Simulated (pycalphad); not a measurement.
Effect of Si content in Cu-Si

Source of the numbers: pycalphad with the COST 507 light-alloy database (1999); pressure 1 atm. The data set is of 1999 and partly superseded. Phase fractions are per mole of atoms. Diffusion is slow at the low end, where real alloys seldom reach equilibrium.

```
alloy             liquidus (K)   first solid  solidus (K)                      phases at 550 K
----------------  ------------  ------------  -----------  -----------------------------------
Cu-6.6Si (at.%)           1287           fcc         1222           fcc 0.94, CU19SI6_ETA 0.06
Cu-13.2Si (at.%)          1172           fcc         1125           fcc 0.58, CU19SI6_ETA 0.42
Cu-26.4Si (at.%)          1123   CU19SI6_ETA         1074  CU19SI6_ETA 0.97, diamond (Si) 0.03
Cu-39.6Si (at.%)          1229  diamond (Si)         1074  CU19SI6_ETA 0.79, diamond (Si) 0.21
```

Database names, with the compositions (at.%) that they take in these runs: CU19SI6_ETA: Cu 76 Si 24.
